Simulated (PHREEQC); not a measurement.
Solution (78 °C): 0.0072 mol/kgw Cd(NO3)2, 0.11 mol/kgw HF and 0.00019 mol/kgw NaNO3. It is in equilibrium with CO2 at log p = -1 (atm). Otherwise closed; pH follows from the charge balance.

Computed with PHREEQC (ion-association model, wateq4f.dat).

Each row changes one thing in this solution. Precipitation was switched off in this run.

```csv
case,pH,ionic strength (mol/kgw),HCO3- (mol/kgw)
as made,2.23,0.0281,1.22e-7
HF from 0.11 to 0.165 mol/kgw,2.12,0.0300,9.45e-8
NaNO3 left out,2.23,0.0279,1.22e-7
HF left out,4.58,0.0217,2.66e-5
0.0024 mol/kgw CsCl added,2.23,0.0293,1.22e-7
NaNO3 from 0.00019 to 0.0019 mol/kgw,2.23,0.0298,1.22e-7
Cd(NO3)2 left out,2.25,0.00637,1.16e-7
temperature from 78 to 10 °C,2.07,0.0304,2.54e-7
```

Complexes and solids missing from the database can't appear. wateq4f.dat counts part of the HF as a dimer, H2F2, which phreeqc.dat doesn't know; its constant is uncertain. Away from 25 °C the constants follow the database's enthalpies or fits; those with neither stay at their 25 °C values.
